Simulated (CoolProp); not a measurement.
Vapour-liquid equilibrium of CH2F2 (R32) (1) + R227EA (2) at 287.4 K; x and y are mole fractions of (1).

The numbers come from the multi-fluid Helmholtz-energy mixture model, Tillner-Roth 1997 and Lemmon 2016; pair parameters Bell 2016 in CoolProp.

Question: Give the bubble pressure and the first vapour's composition at x = 0.575, 0.65, 0.8. Is there an azeotrope?

Answer: x = 0.575: 8.965 bar, y = 0.802; x = 0.65: 9.613 bar, y = 0.840; x = 0.8: 10.87 bar, y = 0.909. No azeotrope shows between x = 0.05 and 0.95.

Pair parameters are fitted to limited data, so mixtures are less certain than the pure fluids.
